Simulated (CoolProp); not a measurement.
Saturation properties of R22.

Model: reference Helmholtz-energy equation of state, Kamei 1995, in CoolProp.

```
T (K)   p (MPa)  liquid density (kg/m³)  enthalpy of vaporisation (kJ/kg)  surface tension (mN/m)  liquid viscosity (µPa s)  liquid conductivity (mW/(m K))
-----  --------  ----------------------  --------------------------------  ----------------------  ------------------------  ------------------------------
169.9  0.001475                       ?                             270.1                    28.8                       902                             145
196.5   0.01314                    1509                             254.9                    24.2                       505                             131
223     0.06403                    1436                             239.5                    19.8                       328                             118
249.6    0.2135                    1358                             222.5                    15.5                       229                             106
276.1    0.5475                    1271                             202.7                       ?                       165                            94.3
302.7     1.178                    1173                             178.1                    7.47                       121                            82.5
329.2     2.226                    1052                             145.8                    3.95                      87.8                            70.4
355.8         ?                   869.2                             94.64                       ?                      60.6                               ?
```

Task: Some entries are withheld; supply them.

Result: 
- 169.9, liquid density (kg/m³): 1580
- 276.1, surface tension (mN/m): 11.3
- 355.8, p (MPa): 3.858
- 355.8, surface tension (mN/m): 0.986
- 355.8, liquid conductivity (mW/(m K)): 57.1

It boils at 232.3 K under 1 atm.

Viscosity comes from a separate model (Bell 2016), an estimate that may be off by 10 % or more. Thermal conductivity comes from a separate model (McLinden 2000), an estimate that may be off by 10 % or more. Surface tension comes from a separate correlation (Mulero 2012).
